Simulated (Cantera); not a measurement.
A perfectly stirred reactor is fed with H2 : O2 = 0.016 : 1 (molar parts), at 7.05 Torr; it is held at 975 K, and followed from long to short residence time.

Computed with Cantera and the H2/O2 subset of GRI-Mech 3.0, which has no nitrogen chemistry. Radical loss at walls, strong at low pressure, is not modelled.

One state of this run: x H2 = 0.00277; x O2 = 0.978; x OH = 0.000996; x O = 0.00525; x H2O = 0.0116. x: mole fraction; the columns are a selection and need not sum to one.

Question: Which value of τ (s) does it belong to?
A) 0.21
B) 0.0020
C) 0.021
D) 0.0043

Answer: C, 0.021
